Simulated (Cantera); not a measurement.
Input (Python, Cantera) and output of one run.

```python
import numpy as np
import cantera as ct

gas_names = [...]  # 58 gases of nasa_gas.yaml made of F, H, N, O, Si
cond_names = """
    H2O(s) H2O(L) Si(cr) Si(L) SiO2(Lqz) SiO2(hqz) SiO2(L) Si2N2O(s) Si3N4(a)
""".split()


# ... load() reads the species with a 1 bar reference pressure and builds the phases ...
atoms = {
    'SiF4': {'Si': 1, 'F': 4},
    'H2O': {'H': 2, 'O': 1},
    'N2': {'N': 2},
}
top_T = {'Si2N2O(s)': 2100, 'Si3N4(a)': 2400}  # K; cautious upper limits of use, not melting points


# ... equilibrate(T, P, feed) seeds the gas with the atoms and calls Mixture.equilibrate('TP', solver="vcs", rtol=1e-11, max_steps=5000) ...
results = []
feed = {'SiF4': 1, 'H2O': 5.9, 'N2': 12}  # mol
P = 29000  # Pa
for T in [750, 800, 850, 900, 950, 1000, 1050, 1100, 1150]:
    mix = equilibrate(T, P, feed)
    results.append((T, P, feed, dict(zip(mix.species_names, mix.species_moles))))

top = {s: max(r[3][s] / sum(r[3][g] for g in gas_names) for r in results) for s in gas_names}
cols = sorted((s for s in top if top[s] > 1e-05), key=lambda s: -top[s])[:7]
seen = [c for c in cond_names if any(r[3].get(c, 0) > 1e-12 for r in results)]
print("log10 of partial pressures in bar; condensed amounts in mol")
print(f"{'T/K':>10s}" + "".join(f"{s[:9]:>10s}" for s in cols + seen))
for T, P, feed, n in results:
    ng = sum(n[g] for g in gas_names)
    print(f"{T:10.4g}" + "".join(f"{np.log10(max(n[s] / ng * P / 1e5, 1e-99)):10.3f}" for s in cols)
          + "".join(f"{n.get(c, 0):10.4g}" for c in seen))
```

Output:

```
log10 of partial pressures in bar; condensed amounts in mol
       T/K        N2       H2O        HF      SiF4 SiO2(Lqz) SiO2(hqz)
       750    -0.743    -1.105    -1.683    -2.005    0.3442         0
       800    -0.745    -1.121    -1.591    -2.065    0.4268         0
       850    -0.746    -1.137    -1.516    -2.136         0    0.5106
       900    -0.748    -1.154    -1.453    -2.217         0    0.5926
       950    -0.750    -1.170    -1.402    -2.310         0    0.6692
      1000    -0.752    -1.185    -1.361    -2.413         0    0.7381
      1050    -0.753    -1.198    -1.328    -2.526         0    0.7976
      1100    -0.754    -1.209    -1.303    -2.648         0     0.847
      1150    -0.755    -1.218    -1.284    -2.779         0    0.8864
```

Method: chemical equilibrium by Gibbs-energy minimisation in Cantera with the NASA 1993 tables (ideal gas, pure condensed phases). The tables hold silica as quartz up to 1696 K and as liquid above; real silica turns to tridymite and cristobalite and melts near 1996 K.
